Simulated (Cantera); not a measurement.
An isothermal, constant-pressure homogeneous reactor starts with 54.1 % H₂, 30.1 % O₂, 15.6 % N₂, 0.156 % H₂O, equivalence ratio 0.90, at 1350 K and 135 Torr.

Model: the H2/O2 subset of GRI-Mech 3.0, which has no nitrogen chemistry, integrated in Cantera. The temperature is held fixed by assumption; the heat of reaction is taken as removed at once.

One state of this run: x H₂ = 1.97e-6; x O₂ = 0.0412; x O = 2.28e-7; x HO₂ = 3.20e-8; x H₂O = 0.744. x: mole fraction; the columns are a selection and need not sum to one.

Q: Which value of t (s) does it belong to?
(A) 0.431
(B) 9.28e-6
(C) 0.000200
(D) 0.000928

A: A, 0.431
